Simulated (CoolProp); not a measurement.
Neopentane at several states: density (kg/m³) from the reference equation and from simpler models built on Tc = 160.6 °C, pc = 31.96 bar, ω = 0.196; each cubic takes its own stable root.

The numbers come from the reference Helmholtz-energy equation of state, Lemmon 2006 in CoolProp. It is a short technical equation, of lower accuracy than the large ones.

| T (°C) | p (bar) | phase | reference | van der Waals | Soave-Redlich-Kwong | Peng-Robinson |
|---|---|---|---|---|---|---|
| 1.85 | 76.3 | liquid | 619.2 | 405.2 | 592.3 | 666.9 |
| 165.75 | 1.28 | gas | 2.564 | 2.561 | 2.565 | 2.569 |
| 263.25 | 0.449 | gas | 0.7281 | 0.7282 | 0.7280 | 0.7283 |
| 226.05 | 174 | supercritical | 406.0 | 329.3 | 385.4 | … |
| 104.15 | 0.501 | gas | 1.162 | 1.160 | 1.162 | 1.163 |
| 49.45 | 15.2 | liquid | … | … | 524.7 | … |

**Question.** Complete the blanks.

**Answer.** 
- 226.05, Peng-Robinson: 423.7
- 49.45, reference: 558.9
- 49.45, van der Waals: 354.7
- 49.45, Peng-Robinson: 594.2
